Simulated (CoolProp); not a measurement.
A single-stage vapour-compression cycle with R245fa: evaporating at 328.15 K (dew point), condensing at 353.15 K (bubble point), superheat 2 K, subcooling 5 K, compressor efficiency 0.8, no pressure losses. Each further row changes one setting.

Model: reference Helmholtz-energy equation of state, Akasaka 2015, in CoolProp.

| case | cooling COP | pressure ratio | discharge temperature (K) | refrigerating effect (kJ/kg) | volumetric capacity (kJ/m³) |
|---|---|---|---|---|---|
| as stated | 9.49 | 1.97 | 353.2 | 146 | 3190 |
| evaporating temperature 333.15 K | 12.3 | 1.71 | 353.5 | 150 | 3770 |
| condensing temperature 348.15 K | 12.2 | 1.74 | 348.7 | 153 | 3350 |
| subcooling 10 K | 9.96 | 1.97 | 353.2 | 153 | 3350 |
| superheat 12 K | 9.66 | 1.97 | 362.9 | 156 | 3260 |
| compressor efficiency 0.7 | 8.30 | 1.97 | 355.2 | 146 | 3190 |
